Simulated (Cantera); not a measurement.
Input: 1 mol AlN, 0.036 mol Cl2, 0.041 mol N2, equilibrated at 500 °C and 59.0 mbar.

Method: chemical equilibrium by Gibbs-energy minimisation in Cantera with the NASA 1993 tables (ideal gas, pure condensed phases). Candidate condensed phases: Al, AlCl3, AlN; 11 gas species. The numbers say what is thermodynamically allowed, not how fast it happens.

Base state: N2 0.706, AlCl3 0.267, Al2Cl6 0.0262 (mole fractions); condensed: AlN(s).

Problem. What changes in the equilibrium state with this change: temperature from 500 °C to 750 °C?

Solution. 
```tsv
species	before	after
N2	0.706	0.689
AlCl3	0.267	0.311
Al2Cl6	0.0262	0.000416
AlN(s), mol	0.976	0.976
```

Problem. What changes in the equilibrium state with this change: AlN replaced by Fe2O3?

Solution. 
```json
[
 {"species": "N2", "before": "0.706", "after": "0.532"},
 {"species": "Cl2", "before": "<1e-9", "after": "0.465"},
 {"species": "FeCl3", "before": "0", "after": "0.00171"},
 {"species": "AlCl3", "before": "0.267", "after": "0"},
 {"species": "Al2Cl6", "before": "0.0262", "after": "0"},
 {"species": "O2", "before": "0", "after": "0.00135"},
 {"species": "Fe2Cl6", "before": "0", "after": "4.44e-5"},
 {"species": "AlN(s), mol", "before": "0.976", "after": "0"},
 {"species": "Fe2O3(s), mol", "before": "0", "after": "1.000"}
]
```
Condensed phases not in the tables: FeOCl. Further candidate phases: Fe, FeCl2, FeCl3, FeO, Fe2O3, Fe3O4.
